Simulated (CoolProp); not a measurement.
R1234ze(Z) along the isobar 11300 kPa: Z from the reference equation and from simpler models built on Tc = 150.1 °C, pc = 3531 kPa, ω = 0.327; each cubic takes its own stable root.

Model: reference Helmholtz-energy equation of state, Akasaka 2019, in CoolProp.

| T (°C) | phase | reference |
|---|---|---|
| 63.75 | liquid | 0.3944 |
| 76.65 | liquid | 0.3911 |
| 89.55 | liquid | 0.3891 |
| 102.45 | liquid | 0.3886 |
| 115.25 | liquid | 0.3897 |
| 128.15 | liquid | 0.3926 |
| 141.05 | liquid | 0.3977 |
| 153.95 | supercritical | 0.4055 |
| 166.85 | supercritical | 0.4164 |

Problem. How far does each simpler model (van der Waals, Redlich-Kwong, Soave-Redlich-Kwong) lie from the reference over these 9 states: mean and median of the absolute difference, and the worst?

Solution. 
- van der Waals: mean 62.7 %, median 63.9 %, worst +72.8 % at 63.75 °C and 11300 kPa
- Redlich-Kwong: mean 24.4 %, median 24.9 %, worst +25.7 % at 63.75 °C and 11300 kPa
- Soave-Redlich-Kwong: mean 22.3 %, median 22.1 %, worst +23.8 % at 166.85 °C and 11300 kPa
